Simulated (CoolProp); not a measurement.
Computed with CoolProp (reference Helmholtz-energy equation of state, Smukala 2000).

### Question
For ethylene, give the phase and the Z, cp (kJ/(kg K)), cv (kJ/(kg K)), expansivity (1/kK) at 13.45 °C and 1340 kPa.

### Answer
- 13.45 °C and 1340 kPa: gas; Z 0.909, cp 1.68, cv 1.24, expansivity 4.68
